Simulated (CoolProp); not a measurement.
Saturation properties of nitrous oxide (Tc = 309.5 K, pc = 7245 kPa, ω = 0.161).

Model: reference Helmholtz-energy equation of state, Lemmon 2006, in CoolProp. It is a short technical equation, of lower accuracy than the large ones.

```json
[
 {"T (K)": "193.6", "p (kPa)": "167.9", "liquid density (kg/m³)": "1204", "enthalpy of vaporisation (kJ/kg)": "364.0", "liquid cp (kJ/(kg K))": "?", "vapour Z": "0.9624", "surface tension (mN/m)": "?"},
 {"T (K)": "201.5", "p (kPa)": "?", "liquid density (kg/m³)": "1180", "enthalpy of vaporisation (kJ/kg)": "354.6", "liquid cp (kJ/(kg K))": "1.740", "vapour Z": "0.9499", "surface tension (mN/m)": "20.0"},
 {"T (K)": "209.5", "p (kPa)": "366.0", "liquid density (kg/m³)": "1155", "enthalpy of vaporisation (kJ/kg)": "344.5", "liquid cp (kJ/(kg K))": "1.757", "vapour Z": "0.9348", "surface tension (mN/m)": "18.2"},
 {"T (K)": "217.4", "p (kPa)": "514.2", "liquid density (kg/m³)": "1129", "enthalpy of vaporisation (kJ/kg)": "334.0", "liquid cp (kJ/(kg K))": "1.780", "vapour Z": "0.9174", "surface tension (mN/m)": "?"},
 {"T (K)": "225.4", "p (kPa)": "706.1", "liquid density (kg/m³)": "1102", "enthalpy of vaporisation (kJ/kg)": "322.7", "liquid cp (kJ/(kg K))": "1.809", "vapour Z": "0.8971", "surface tension (mN/m)": "14.8"},
 {"T (K)": "233.3", "p (kPa)": "943.8", "liquid density (kg/m³)": "1074", "enthalpy of vaporisation (kJ/kg)": "310.8", "liquid cp (kJ/(kg K))": "1.845", "vapour Z": "0.8744", "surface tension (mN/m)": "13.1"},
 {"T (K)": "241.3", "p (kPa)": "1240", "liquid density (kg/m³)": "1045", "enthalpy of vaporisation (kJ/kg)": "297.8", "liquid cp (kJ/(kg K))": "1.891", "vapour Z": "0.8485", "surface tension (mN/m)": "11.5"},
 {"T (K)": "249.2", "p (kPa)": "1595", "liquid density (kg/m³)": "1014", "enthalpy of vaporisation (kJ/kg)": "283.9", "liquid cp (kJ/(kg K))": "1.949", "vapour Z": "0.8198", "surface tension (mN/m)": "?"}
]
```

Fill in the missing entries.


- 193.6, liquid cp (kJ/(kg K)): 1.727
- 193.6, surface tension (mN/m): 21.7
- 201.5, p (kPa): 251.6
- 217.4, surface tension (mN/m): 16.5
- 249.2, surface tension (mN/m): 9.89

It boils at 184.7 K under 1 atm.

Surface tension comes from a separate correlation (Mulero 2012).
